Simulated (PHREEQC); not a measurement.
Copper plating or etch bath

Consider water at 25 °C with 0.0026 mol Cu(NO3)2, 0.00017 mol H2SO4 and 0.00036 mol NaCl per kg of water. Closed to the air; pH follows from the charge balance.

The numbers come from PHREEQC with the ion-association model, wateq4f.dat.

Each row changes one thing in this solution. Precipitation was switched off in this run.

```csv
case,pH,SO4-2 (mol/kgw),CuSO4 (mol/kgw),HSO4- (mol/kgw),CuCl+ (mol/kgw),NaSO4- (mol/kgw),SI of Tenorite (CuO),SI of Chalcanthite (CuSO4:5H2O)
as made,3.51,0.000134,3.32e-5,3.03e-6,1.71e-6,1.65e-7,-3.35,-4.15
4.3e-05 mol/kgw HBr added,3.46,0.000133,3.31e-5,3.41e-6,1.71e-6,1.64e-7,-3.46,-4.15
diluted 10-fold with water,…,1.63e-5,6.63e-7,4.73e-8,2.20e-8,2.57e-9,-2.30,-5.85
0.00011 mol/kgw KOH added,3.68,0.000134,3.33e-5,2.06e-6,1.71e-6,…,-3.01,-4.15
Cu(NO3)2 from 0.0026 to 0.013 mol/kgw,3.53,0.000101,6.68e-5,1.70e-6,6.27e-6,8.96e-8,-2.73,-3.84
NaCl from 0.00036 to 0.000324 mol/kgw,3.51,0.000134,3.32e-5,3.03e-6,1.54e-6,1.49e-7,-3.35,-4.15
```

Task: Fill in the missing entries.

Result: 
- diluted 10-fold with water, pH: 4.48
- 0.00011 mol/kgw KOH added, NaSO4- (mol/kgw): 1.66e-7

Species that the database lacks are ignored.
